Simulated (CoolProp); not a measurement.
Vapour-liquid equilibrium of R114 (1) + n-hexane (2) at 95.05 °C; x and y are mole fractions of (1).

Values from CoolProp's multi-fluid Helmholtz-energy mixture model, Platzer 1990 and Thol 2019; pair parameters Bell 2016. This equation is an older, rougher fit; its heat capacities, sound speeds and derivatives of the liquid may be far off and weren't checked against measurements.

| x | bubble pressure (MPa) | y at the bubble point | dew pressure at overall composition x (MPa) | liquid density (mol/L) |
|---|---|---|---|---|
| 0.05 | 0.2890 | 0.268 | 0.2273 | 6.822 |
| 0.2 | 0.4842 | 0.600 | 0.2667 | 6.874 |
| 0.35 | 0.6507 | 0.734 | 0.3217 | 6.917 |
| 0.5 | 0.7980 | 0.813 | 0.4038 | 6.951 |
| 0.65 | 0.9367 | 0.872 | 0.5368 | 6.974 |
| 0.8 | 1.077 | 0.925 | 0.7712 | 6.987 |
| 0.95 | 1.229 | 0.980 | 1.146 | 6.990 |

No azeotrope shows between x = 0.05 and 0.95.

Pair parameters are fitted to limited data, so mixtures are less certain than the pure fluids.
